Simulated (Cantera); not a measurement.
## Pyrogenic steam for wet oxidation

An isothermal, constant-pressure homogeneous reactor starts with H2 : O2 : N2 = 0.7 : 1 : 0.57 (molar parts), equivalence ratio 0.35, at 923 K and 225 Torr.

Detailed kinetics in Cantera: the H2/O2 subset of GRI-Mech 3.0, which has no nitrogen chemistry. Below about 950 K walls govern HO2 and H2O2 in real vessels. The temperature is held fixed by assumption; the heat of reaction is taken as removed at once.

```
t (s)        x H2   x O2    x H2O2      x OH     x HO2    x H2O
--------  -------  -----  --------  --------  --------  -------
9.00e-5     0.308  0.441    <1e-12  6.75e-11   1.35e-9  2.11e-9
0.000331    0.308  0.441   2.54e-9   1.40e-7   2.61e-6  5.33e-6
0.00122     0.105  0.373   8.23e-5   8.11e-6  0.000229    0.241
0.00447     0.104  0.373  0.000201   5.07e-8   5.20e-5    0.241
0.0164      0.104  0.373  0.000262   6.31e-8   4.86e-5    0.242
0.0604      0.102  0.372  0.000544   1.36e-7   6.67e-5    0.244
0.222      0.0852  0.366   0.00133   3.51e-7   9.15e-5    0.263
0.816      0.0329  0.349  0.000842   4.04e-7   6.66e-5    0.325
3.00      0.00159  0.339   3.03e-5   2.27e-7   1.12e-5    0.363
```
x: mole fraction; the columns are a selection and need not sum to one.

Equilibrium at this temperature and pressure: H2 8.39e-12, O2 0.339, H2O2 1.13e-10, OH 6.57e-8, HO2 4.96e-10, H2O 0.365 (gas phase only).
